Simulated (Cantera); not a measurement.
An isothermal, constant-pressure homogeneous reactor starts with CH₄ : N₂ = 1 : 11 (molar parts), at 1900 K and 0.133 bar. Integrator tolerance rtol = 1e-08.

Cantera simulation using GRI-Mech 3.0 (53 species, 325 reactions); the numbers are that mechanism's predictions, not measurements. GRI-Mech 3.0 stops at C3 and has no aromatics, soot or wall deposition, so with more carbon than oxygen in the feed, carbon stays in small species such as C2H2 where larger ones or solid carbon would form.

What does this change do: temperature 1900 to 1673 K?


```json
[
 {"quantity": "x(CH₄) at 100 s", "before": "2.48e-5 (gas-phase equilibrium 1.45e-5)", "after": "0.000162 (gas-phase equilibrium 8.81e-5)"},
 {"quantity": "x(CH₃) at 100 s", "before": "3.20e-6 (gas-phase equilibrium 1.87e-6)", "after": "3.04e-6 (gas-phase equilibrium 1.65e-6)"},
 {"quantity": "x(CH₂) at 100 s", "before": "2.50e-8 (gas-phase equilibrium 1.47e-8)", "after": "2.83e-9 (gas-phase equilibrium 1.54e-9)"},
 {"quantity": "x(C₂H) at 100 s", "before": "3.20e-6 (gas-phase equilibrium 8.08e-7)", "after": "1.74e-7 (gas-phase equilibrium 5.09e-8)"},
 {"quantity": "x(C₂H₄) at 100 s", "before": "7.02e-6 (gas-phase equilibrium 1.77e-6)", "after": "3.52e-5 (gas-phase equilibrium 1.03e-5)"},
 {"quantity": "x(HCN) at 100 s", "before": "0.000847 (gas-phase equilibrium 0.0577)", "after": "1.02e-5 (gas-phase equilibrium 0.0543)"},
 {"quantity": "x(H₂) at 100 s", "before": "0.115 (gas-phase equilibrium 0.115)", "after": "0.115 (gas-phase equilibrium 0.115)"}
]
```

What does this change do: pressure from 0.133 bar to 0.000120 bar?


```csv
quantity,before,after
x(CH₄) at 100 s,2.48e-5 (gas-phase equilibrium 1.45e-5),6.70e-5 (gas-phase equilibrium 1.09e-8)
x(CH₃) at 100 s,3.20e-6 (gas-phase equilibrium 1.87e-6),2.49e-5 (gas-phase equilibrium 4.97e-8)
x(CH₂) at 100 s,2.50e-8 (gas-phase equilibrium 1.47e-8),5.56e-7 (gas-phase equilibrium 1.37e-8)
x(C₂H) at 100 s,3.20e-6 (gas-phase equilibrium 8.08e-7),9.31e-6 (gas-phase equilibrium 2.81e-5)
x(C₂H₄) at 100 s,7.02e-6 (gas-phase equilibrium 1.77e-6),1.36e-7 (gas-phase equilibrium 1.40e-9)
x(HCN) at 100 s,0.000847 (gas-phase equilibrium 0.0577),0.000103 (gas-phase equilibrium 0.0569)
x(H₂) at 100 s,0.115 (gas-phase equilibrium 0.115),0.114 (gas-phase equilibrium 0.102)
```
Radical loss at walls, strong at low pressure, is not modelled.
